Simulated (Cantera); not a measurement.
Cantera run:

```python
import numpy as np
import cantera as ct

gas_names = """
    H H2 Pb Pb2
""".split()
cond_names = """
    Pb(cr) Pb(L)
""".split()


# ... load() reads the species with a 1 bar reference pressure and builds the phases ...
atoms = {
    'Pb': {'Pb': 1},
    'H2': {'H': 2},
}
top_T = {}  # K; cautious upper limits of use, not melting points


# ... equilibrate(T, P, feed) seeds the gas with the atoms and calls Mixture.equilibrate('TP', solver="vcs", rtol=1e-11, max_steps=5000) ...
results = []
T = 1548  # K
P = 13332.2  # Pa
for m in [0.48, 0.63, 0.82, 1.1, 1.4, 1.8, 2.4, 3.1, 4.1, 5.4, 7, 9.2]:
    feed = {'Pb': 1, 'H2': m}  # mol
    mix = equilibrate(T, P, feed)
    results.append((T, P, feed, dict(zip(mix.species_names, mix.species_moles))))

top = {s: max(r[3][s] / sum(r[3][g] for g in gas_names) for r in results) for s in gas_names}
cols = sorted((s for s in top if top[s] > 1e-06), key=lambda s: -top[s])[:7]
seen = [c for c in cond_names if any(r[3].get(c, 0) > 1e-12 for r in results)]
print("log10 of partial pressures in bar; condensed amounts in mol")
print(f"{'n(H2)':>10s}" + "".join(f"{s[:9]:>10s}" for s in cols + seen))
for T, P, feed, n in results:
    ng = sum(n[g] for g in gas_names)
    print(f"{feed['H2']:10.4g}" + "".join(f"{np.log10(max(n[s] / ng * P / 1e5, 1e-99)):10.3f}" for s in cols)
          + "".join(f"{n.get(c, 0):10.4g}" for c in seen))
```

Result:

```
log10 of partial pressures in bar; condensed amounts in mol
     n(H2)        H2        Pb       Pb2         H     Pb(L)
      0.48    -1.023    -1.415    -4.665    -5.023    0.8052
      0.63    -1.023    -1.415    -4.665    -5.023    0.7443
      0.82    -1.023    -1.415    -4.665    -5.023    0.6672
       1.1    -1.023    -1.415    -4.665    -5.023    0.5536
       1.4    -1.023    -1.415    -4.665    -5.023    0.4318
       1.8    -1.023    -1.415    -4.665    -5.023    0.2695
       2.4    -1.023    -1.415    -4.665    -5.023   0.02598
       3.1    -0.997    -1.488    -4.811    -5.010         0
       4.1    -0.970    -1.583    -5.000    -4.997         0
       5.4    -0.949    -1.682    -5.197    -4.986         0
         7    -0.933    -1.778    -5.391    -4.978         0
       9.2    -0.920    -1.884    -5.602    -4.972         0
```

Method: chemical equilibrium by Gibbs-energy minimisation in Cantera with the NASA 1993 tables (ideal gas, pure condensed phases).
